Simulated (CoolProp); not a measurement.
A single-stage vapour-compression cycle with the fluid: evaporating at 321.15 K (dew point), condensing at 389.15 K (bubble point), superheat 10 K, subcooling 8 K, compressor efficiency 0.8, no pressure losses. The same conditions are run with several fluids, on thermodynamics alone (safety and materials aside).

The numbers come from the reference Helmholtz-energy equation of state of each fluid (propyne: Polt 1992; n-butane: Bücker 2006; cyclohexane: Zhou 2014; R236FA: Pan 2012; cyclopropane: Polt 1992; methanol: de Reuck 1993) in CoolProp. The equations of Platzer and Polt are older, rougher fits.

| fluid | cooling COP | pressure ratio | discharge temperature (K) | refrigerating effect (kJ/kg) | volumetric capacity (kJ/m³) |
|---|---|---|---|---|---|
| propyne | 2.47 | 4.14 | 421.7 | 263 | 4840 |
| n-butane | 2.48 | 4.38 | 392.8 | 186 | 2060 |
| cyclohexane | 3.07 | 7.79 | 390.4 | 265 | 277 |
| R236FA | 1.98 | 4.86 | 394.3 | 55.4 | 1940 |
| cyclopropane | 2.35 | 3.72 | 415.1 | 211 | 4980 |
| methanol | 3.18 | 11.2 | 515.3 | 983 | 598 |
